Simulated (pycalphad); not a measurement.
All values are pycalphad results on the COST 507 light-alloy database (1999) (1 atm), not direct measurements. The database dates from 1999; later assessments differ in places, in temperatures and in the compounds included. Phase fractions are per mole of atoms. Kinetics are ignored, which matters at the lower temperatures.

Problem. Give the equilibrium state of Ti-1.62B (at.%) at 1450 K.

Solution. bcc, fraction 0.971, with 0.17 B at.%; BM, fraction 0.029, with 50.0 B at.%.

Problem. Give the equilibrium state of Ti-1.62B (at.%) at 950 K.

Solution. hcp, fraction 0.969, with 0.10 B at.%; BM, fraction 0.031, with 50.0 B at.%.

Database names, with the compositions (at.%) that they take in these runs: BM: Ti 50 B 50.
